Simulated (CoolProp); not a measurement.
A single-stage vapour-compression cycle with R1233zd(E): evaporating at 300.15 K (dew point), condensing at 369.15 K (bubble point), superheat 10 K, subcooling 2 K, compressor efficiency 0.85, no pressure losses. Each further row changes one setting.

Model: reference Helmholtz-energy equation of state, Akasaka 2022, in CoolProp.

```tsv
case	cooling COP	pressure ratio	discharge temperature (K)	refrigerating effect (kJ/kg)	volumetric capacity (kJ/m³)
as stated	2.59	6.83	376.0	113	836
evaporating temperature 305.15 K	2.93	5.75	375.8	116	1010
condensing temperature 364.15 K	2.92	6.11	371.5	119	887
subcooling 7 K	2.75	6.83	376.0	119	887
superheat 20 K	2.67	6.83	385.9	121	865
compressor efficiency 0.75	2.29	6.83	381.7	113	836
```
